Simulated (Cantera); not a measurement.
A Cantera script and what it prints.

```python
import numpy as np
import cantera as ct

gas_names = """
    N N2 Si SiN Si2 Si2N Si3
""".split()
cond_names = """
    Si(cr) Si(L) Si3N4(a)
""".split()


# ... load() reads the species with a 1 bar reference pressure and builds the phases ...
atoms = {
    'Si3N4': {'Si': 3, 'N': 4},
    'N2': {'N': 2},
}
top_T = {'Si3N4(a)': 2400}  # K; cautious upper limits of use, not melting points


# ... equilibrate(T, P, feed) seeds the gas with the atoms and calls Mixture.equilibrate('TP', solver="vcs", rtol=1e-11, max_steps=5000) ...
results = []
feed = {'Si3N4': 1, 'N2': 0.13}  # mol
T = 2425  # K
P = 1333.22  # Pa
mix = equilibrate(T, P, feed)
results.append((T, P, feed, dict(zip(mix.species_names, mix.species_moles))))
x = sorted(zip(gas.X, gas.species_names), reverse=True)
print(f"T = {T:g} K  P = {P:g} Pa  gas = {mix.phase_moles(0):.4g} mol")
print("   x: " + "  ".join(f"{s} {v:.3e}" for v, s in x if v > 1e-05))
print("   condensed (mol): " + ("  ".join(f"{mix.phase(i).name} {mix.phase_moles(i):.4g}"
      for i in range(1, mix.n_phases) if mix.phase_moles(i) > 1e-12) or "none"))
```

Output:

```
T = 2425 K  P = 1333.22 Pa  gas = 2.688 mol
   x: N2 7.903e-01  Si 1.996e-01  Si2 4.752e-03  SiN 2.319e-03  Si2N 2.165e-03  Si3 8.452e-04
   condensed (mol): Si(L) 2.413
```

Equilibrium computed with Cantera from the NASA thermochemical tables; the gas is ideal and each condensed phase is pure. The tables' values for SiN are old estimates; treat these amounts as uncertain.
